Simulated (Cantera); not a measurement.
A perfectly stirred reactor is fed with 5.47 % C2H4, 19.8 % O2, 74.4 % N2, 0.328 % CO2, equivalence ratio 0.83, at 5330 Torr; it is adiabatic with a 325 K inlet, and is followed from long to short residence time, starting on the burning branch (τ in s: 0.48, 0.18, 0.071, 0.027, 0.01, 0.0039, 0.0015, 0.00057, 0.00022, 8.4e-05, 3.2e-05).

Model: GRI-Mech 3.0 (53 species, 325 reactions), integrated in Cantera. GRI-Mech 3.0 was tuned for natural gas; its chemistry of ethylene as a main component is partial and can be far from experiment.

x: mole fraction; the columns are a selection and need not sum to one.

| τ (s) | T (K) | x C2H4 | x O2 | x NO2 | x CH4 | x C2H6 | x CO |
|---|---|---|---|---|---|---|---|
| 0.48 | 2238 | 8.96e-8 | 0.0316 | 5.30e-6 | 3.25e-9 | <1e-12 | 0.00185 |
| 0.18 | 2240 | 2.35e-7 | 0.0321 | 4.24e-6 | 8.47e-9 | <1e-12 | 0.00189 |
| 0.071 | 2241 | ___ | 0.0326 | ___ | ___ | <1e-12 | 0.00197 |
| 0.027 | 2241 | 1.46e-6 | 0.0332 | 1.87e-6 | 5.09e-8 | <1e-12 | 0.00216 |
| 0.010 | 2238 | 3.62e-6 | 0.0337 | 1.13e-6 | 1.20e-7 | 1.82e-12 | 0.00262 |
| 0.0039 | 2228 | 8.03e-6 | 0.0343 | 7.56e-7 | 2.46e-7 | 6.96e-12 | 0.00357 |
| 0.0015 | 2209 | ___ | 0.0352 | ___ | ___ | 2.79e-11 | ___ |
| 0.00057 | 2176 | 3.28e-5 | 0.0368 | 3.86e-7 | 8.41e-7 | 1.13e-10 | 0.00863 |
| 0.00022 | 2126 | 6.32e-5 | 0.0392 | 2.54e-7 | 1.68e-6 | 4.62e-10 | 0.0134 |
| 8.4e-5 | 2054 | 0.000128 | 0.0430 | 1.60e-7 | 4.20e-6 | 2.21e-9 | 0.0201 |
| 3.2e-5 | 1951 | 0.000296 | 0.0491 | 9.50e-8 | 1.47e-5 | 1.49e-8 | 0.0300 |

Complete the blanks.


- 0.071, x C2H4: 5.79e-7
- 0.071, x NO2: 2.99e-6
- 0.071, x CH4: 2.07e-8
- 0.0015, x C2H4: 1.66e-5
- 0.0015, x NO2: 5.47e-7
- 0.0015, x CH4: 4.59e-7
- 0.0015, x CO: 0.00544
